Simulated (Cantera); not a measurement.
A freely propagating, adiabatic, planar premixed flame of H2 : O2 : N2 : H2O = 1 : 0.746 : 3.66 : 1.1 (molar parts), equivalence ratio 0.67, unburnt at 500 K and 100000 Pa; mixture-averaged transport, grid criteria slope 0.08 and curve 0.16, no radiation.

Computed with Cantera and the H2/O2 subset of GRI-Mech 3.0, which has no nitrogen chemistry. Burning velocities carry a grid error of a few per cent, more on coarse grids. Lean hydrogen flames are cellular in practice and burn faster than this planar one.

x: mole fraction of selected species; z is measured from the peak of heat release.

```
z (mm)  T (K)  u (m/s)      x H2    x O2  x H2O       x O  x H2O2     x HO2
------  -----  -------  --------  ------  -----  --------  ------  --------
-1.74     500    0.640     0.150   0.115  0.170     <1e-8       ?   6.83e-8
-1.16     502    0.638     0.143   0.116  0.172     <1e-8       ?   7.25e-7
-0.868    507    0.638     0.135   0.117  0.174     <1e-8       ?   2.70e-6
-0.579    531    0.657     0.117   0.118  0.181   1.62e-8       ?   1.99e-5
-0.289    702    0.845    0.0786   0.112  0.211   4.76e-6       ?  0.000244
-0.145    939     1.12    0.0525  0.0969  0.247  0.000116       ?  0.000228
0        1189     1.41    0.0283  0.0752  0.287  0.000686       ?  0.000117
0.145    1352     1.60    0.0132  0.0588  0.315   0.00118       ?   6.75e-5
0.289    1441     1.71   0.00682  0.0513  0.327   0.00115       ?   4.58e-5
0.579    1517     1.80   0.00295  0.0469  0.336  0.000686       ?   2.62e-5
1.16     1558     1.84   0.00103  0.0455  0.341  0.000241       ?   1.10e-5
2.32     1573     1.86  0.000262  0.0452  0.342   6.25e-5       ?   3.24e-6
4.63     1577     1.86   6.58e-5  0.0452  0.343   1.70e-5       ?   8.98e-7
```

Fill in the missing entries.


- -1.74, x H2O2: 4.63e-8
- -1.16, x H2O2: 4.91e-7
- -0.868, x H2O2: 1.80e-6
- -0.579, x H2O2: 1.18e-5
- -0.289, x H2O2: 7.14e-5
- -0.145, x H2O2: 5.52e-5
- 0, x H2O2: 1.29e-5
- 0.145, x H2O2: 4.87e-6
- 0.289, x H2O2: 3.22e-6
- 0.579, x H2O2: 1.70e-6
- 1.16, x H2O2: 7.67e-7
- 2.32, x H2O2: 3.00e-7
- 4.63, x H2O2: 1.13e-7
